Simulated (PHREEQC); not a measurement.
A solution holds 0.01 mol/kgw H2SiF6, at 20 °C. Closed to the air; pH follows from the charge balance.

All values are PHREEQC results (ion-association model, phreeqc.dat), not measurements.

Each row changes one thing in this solution. Precipitation was switched off in this run.

| case | pH | ionic strength (mol/kgw) | HF (mol/kgw) | F- (mol/kgw) | HF2- (mol/kgw) |
|---|---|---|---|---|---|
| as made | 1.78 | 0.0280 | 0.00413 | 0.000217 | 3.29e-6 |
| H2SiF6 replaced by (CH3)4NF at the same molality | 7.63 | 0.0100 | 2.89e-7 | 0.0100 | 1.06e-8 |
| diluted 10-fold with water | 2.74 | 0.00256 | ? | 0.000646 | 3.64e-6 |
| H2SiF6 replaced by KHF2 at the same molality | 3.16 | ? | 0.00890 | 0.0104 | 0.000341 |
| H2SiF6 from 0.01 to 0.009 mol/kgw | 1.83 | 0.0251 | 0.00396 | 0.000229 | ? |
| 0.0032 mol/kgw HBr added | 1.72 | 0.0312 | 0.00429 | 0.000195 | 3.09e-6 |
| temperature from 20 to 45 °C | ? | 0.0261 | 0.00815 | 0.000290 | 1.01e-5 |
| diluted 100-fold with water | 3.41 | 0.000395 | 0.000205 | 0.000395 | 2.97e-7 |

### Question
Fill in the missing entries.

### Answer

- diluted 10-fold with water, HF (mol/kgw): 0.00153
- H2SiF6 replaced by KHF2 at the same molality, ionic strength (mol/kgw): 0.0108
- H2SiF6 from 0.01 to 0.009 mol/kgw, HF2- (mol/kgw): 3.33e-6
- temperature from 20 to 45 °C, pH: 1.81

Some of these states are supersaturated (in Quartz (slow to form), Chalcedony (slow to form), for instance). At this temperature some constants are extrapolated from 25 °C, and those without enthalpy data are left unchanged. SiF6-2 is the database's only silicon fluoride.
